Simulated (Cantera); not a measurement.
Feed: 1 mol B2O3, 13 mol H2, at 2448 K.

These are equilibrium values from Cantera (NASA tables, ideal gas, pure condensed phases), not measurements of a reactor. Candidate condensed phases: B, B2O3, B3O3H3, H2O; 23 gas species. Rates play no part.

Problem. At 46.0 Pa, list the 6 most abundant gas species with their mole fractions, and the condensed phases.

Solution. H 0.538, H2 0.336, BO 0.0727, H2O 0.0182, HBO2 0.0124, O 0.00604. Condensed: gas only.
